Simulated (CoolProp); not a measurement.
Vapour-liquid equilibrium of p-xylene (1) + n-decane (2) at 0.0362 bar; x and y are mole fractions of (1).

Model: multi-fluid Helmholtz-energy mixture model, Zhou 2012 and Lemmon 2006; pair parameters Bell 2016, in CoolProp.

### Question
Give the bubble temperature and the first vapour's composition at x = 0.35, 0.65, 0.8. Is there an azeotrope?

### Answer
x = 0.35: 60.1 °C, y = 0.717; x = 0.65: 52.4 °C, y = 0.894; x = 0.8: 49.6 °C, y = 0.946. No azeotrope shows between x = 0.05 and 0.95.

The pair parameters rest on a limited set of measurements; away from them the model extrapolates.
